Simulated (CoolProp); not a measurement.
The fluid at 298.15 K and 11.9 MPa is throttled through a valve to 3.67 MPa with no heat exchange. The same conditions are run with several fluids, on thermodynamics alone (safety and materials aside).

Computed with CoolProp (reference Helmholtz-energy equation of state of each fluid (nitrous oxide: Lemmon 2006; CH2F2 (R32): Tillner-Roth 1997; n-octane: Beckmüller 2019; ethylbenzene: Zhou 2012; hydrogen chloride: Thol 2018)).

### Question
Rank nitrous oxide, CH2F2 (R32), n-octane, ethylbenzene, hydrogen chloride by temperature change (K), highest first.

### Answer
ethylbenzene (+3.9), n-octane (+3.5), CH2F2 (R32) (-0.5), hydrogen chloride (-11.0), nitrous oxide (-18.6)

```tsv
fluid	final phase	final density (kg/m³)
nitrous oxide	two-phase, vapour fraction 0.157	402
CH2F2 (R32)	liquid	975
n-octane	liquid	699
ethylbenzene	liquid	862
hydrogen chloride	two-phase, vapour fraction 0.065	538
```
